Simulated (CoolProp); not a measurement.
Vapour-liquid equilibrium of n-butane (1) + acetone (2) at 1.05 bar; x and y are mole fractions of (1).

Computed with CoolProp (multi-fluid Helmholtz-energy mixture model, Bücker 2006 and Lemmon 2006; pair parameters Bell 2016).

| x | bubble temperature (K) | y at the bubble point | dew temperature at overall composition x (K) | liquid density (mol/L) |
|---|---|---|---|---|
| 0.05 | 309.3 | 0.548 | 328.8 | 13.05 |
| 0.2 | 283.6 | 0.866 | 323.9 | 12.84 |
| 0.35 | 277.8 | 0.905 | 318.4 | 12.30 |
| 0.5 | 276.6 | 0.914 | 311.7 | 11.74 |
| 0.65 | 276.2 | 0.917 | 303.2 | 11.22 |
| 0.8 | 275.4 | 0.929 | 291.2 | 10.78 |
| 0.95 | 274.0 | 0.970 | 274.5 | 10.43 |

No azeotrope shows between x = 0.05 and 0.95.

The pair parameters rest on a limited set of measurements; away from them the model extrapolates. With so large a gap from Raoult's law the liquid may split in two, which this calculation doesn't test in full.
